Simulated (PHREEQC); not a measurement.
A solution holds 0.0072 mol HF, 0.0016 mol NaF, 0.00038 mol (NH4)2SiF6 and 0.00024 mol H2SO4 per kg of water, at 30 °C. Closed to the air; pH follows from the charge balance.

Equilibrium calculation in PHREEQC: ion-association model, phreeqc.dat.

Precipitation was switched off in this run.

What pH does the model give?

pH 2.83.

In which forms is S present?

SO4-2 87 %, HSO4- 11 %, NH4SO4- 0.6 %, NaSO4- 0.5 % of the S.

Species that the database lacks are ignored. SiF6-2 is the database's only silicon fluoride.
